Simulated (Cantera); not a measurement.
Input: 1 mol n-butane, a varied amount of CO2, 0.9 mol H2, held at 1148.15 K and 61.0 mbar.

Method: chemical equilibrium by Gibbs-energy minimisation in Cantera with the NASA 1993 tables (ideal gas, pure condensed phases). Candidate condensed phases: C, C6H6, C7H8, C8H18, H2O; 110 gas species. The numbers say what is thermodynamically allowed, not how fast it happens.

Problem. What share of the C ends up in condensed phases as a function of n(CO2) (mol), at 0.4, 0.51, 0.64, 0.82, 1, 1.3, 1.7, 2.1, 2.7, 3.4, 4.3?

Solution. 
| n(CO2) (mol) | C condensed (%) | as |
|---|---|---|
| 0.4 | 81.7 | C(graphite) |
| 0.51 | 77.3 | C(graphite) |
| 0.64 | 72.3 | C(graphite) |
| 0.82 | 65.9 | C(graphite) |
| 1 | 60.0 | C(graphite) |
| 1.3 | 51.0 | C(graphite) |
| 1.7 | 40.4 | C(graphite) |
| 2.1 | 31.3 | C(graphite) |
| 2.7 | 19.6 | C(graphite) |
| 3.4 | 8.3 | C(graphite) |
| 4.3 | 0.0 | - |
